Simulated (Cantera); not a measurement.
An adiabatic, constant-pressure homogeneous reactor starts with CH4 : O2 : N2 = 1 : 1.43 : 5.37 (molar parts), equivalence ratio 1.4, at 1250 K and 140000 Pa. Integrator tolerance rtol = 1e-08.

Model: GRI-Mech 3.0 (53 species, 325 reactions), integrated in Cantera.

| quantity | before | after |
|---|---|---|
| time of steepest temperature rise | 20.7 ms | 0.106 ms |
| temperature at 0.400 s | 2629 K | 2870 K |
| equilibrium temperature | 2629 K | 2870 K |
| x(CH4) at 0.400 s | <1e-12 (gas-phase equilibrium <1e-12) | <1e-12 (gas-phase equilibrium <1e-12) |
| x(O2) at 0.400 s | 0.000779 (gas-phase equilibrium 0.000779) | 0.00376 (gas-phase equilibrium 0.00376) |
| x(CO) at 0.400 s | 0.0807 (gas-phase equilibrium 0.0807) | 0.0855 (gas-phase equilibrium 0.0855) |
| x(C2H4) at 0.400 s | <1e-12 (gas-phase equilibrium <1e-12) | <1e-12 (gas-phase equilibrium <1e-12) |
| x(H2) at 0.400 s | 0.0567 (gas-phase equilibrium 0.0567) | 0.0602 (gas-phase equilibrium 0.0602) |
| x(CH3) at 0.400 s | <1e-12 (gas-phase equilibrium <1e-12) | 1.13e-12 (gas-phase equilibrium 1.38e-12) |

Question: Name the change that produced these shifts.
(A) constant volume in place of constant pressure
(B) CH4 1 to 0.35 parts
(C) initial temperature 1250 to 1773 K
(D) initial temperature 1250 to 1700 K

Answer: C, initial temperature 1250 to 1773 K
